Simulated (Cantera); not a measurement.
Input: 1 mol Al, 0.032 mol H2O, 0.88 mol H2, held at 1500 K and 13.3 mbar.

Method: chemical equilibrium by Gibbs-energy minimisation in Cantera with the NASA 1993 tables (ideal gas, pure condensed phases). Candidate condensed phases: Al, Al2O3, H2O; 19 gas species. Mutual solubility and eutectic melting of coexisting phases are not modelled. Kinetics and transport are ignored.

Base state: H2 0.998, Al 0.000991, Al2O 0.000700, H 0.000152, AlH 0.000138 (mole fractions); condensed: Al(l) + Al2O3(s).

Task: What changes in the equilibrium state with this change: temperature from 1500 K to 1600 K?

Result: 
| species | before | after |
|---|---|---|
| H2 | 0.998 | 0.990 |
| Al | 0.000991 | 0.00463 |
| Al2O | 0.000700 | 0.00455 |
| AlH | 0.000138 | 0.000445 |
| H | 0.000152 | 0.000468 |
| Al(l), mol | 0.977 | 0.968 |
| Al2O3(s), mol | 0.0105 | 0.00927 |

Task: What changes in the equilibrium state with this change: 0.0013 mol HCl added?

Result: 
```
species          before     after
-------------  --------  --------
H2                0.998     0.997
AlCl                  0   0.00142
Al             0.000991  0.000991
H              0.000152  0.000152
AlH            0.000138  0.000138
Al2O           0.000700  0.000700
Al(l), mol        0.977     0.975
Al2O3(s), mol    0.0105    0.0105
```
Further candidate phases: AlCl3.
